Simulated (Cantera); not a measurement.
Feed: 1 mol SiO₂, 1.1 mol CO, 18 mol H₂, 7.7 mol C, at 998 K.

These are equilibrium values from Cantera (NASA tables, ideal gas, pure condensed phases), not measurements of a reactor. Candidate condensed phases: C, C₆H₆, C₇H₈, C₈H₁₈, H₂O, Si, SiC, SiO₂; 123 gas species. Kinetics and transport are ignored.

x: gas mole fraction; n: condensed amount in mol.

| P (Pa) | x H₂ | x CH₄ | x CO | x H₂O | x CO₂ | x C₂H₆ | n C(graphite) | n SiO₂(β-quartz) |
|---|---|---|---|---|---|---|---|---|
| 10 | 0.942 | 8.66e-6 | 0.0576 | 2.22e-6 | 1.96e-7 | <1e-12 | 7.70 | 1.00 |
| 52 | 0.942 | 4.51e-5 | 0.0576 | 1.15e-5 | 1.02e-6 | <1e-12 | 7.70 | 1.00 |
| 270 | 0.942 | 0.000234 | 0.0575 | 5.98e-5 | 5.28e-6 | 1.01e-11 | 7.70 | 1.00 |
| 1400 | 0.941 | ___ | 0.0573 | ___ | ___ | ___ | 7.68 | 1.00 |
| 7200 | 0.936 | 0.00615 | 0.0562 | 0.00155 | 0.000135 | 7.01e-9 | 7.62 | 1.00 |
| 37000 | 0.911 | 0.0299 | 0.0515 | 0.00709 | 0.000580 | 1.71e-7 | 7.29 | 1.00 |
| 190000 | ___ | ___ | ___ | ___ | ___ | ___ | ___ | 1.00 |
| 1000000 | 0.587 | 0.336 | 0.0219 | 0.0525 | 0.00284 | 3.33e-5 | 3.85 | 1.00 |

**Question.** Fill in the missing entries.

**Answer.** 
- 1400, x CH₄: 0.00121
- 1400, x H₂O: 0.000308
- 1400, x CO₂: 2.72e-5
- 1400, x C₂H₆: 2.70e-10
- 190000, x H₂: 0.813
- 190000, x CH₄: 0.123
- 190000, x CO: 0.0385
- 190000, x H₂O: 0.0243
- 190000, x CO₂: 0.00167
- 190000, x C₂H₆: 3.20e-6
- 190000, n C(graphite): 6.09
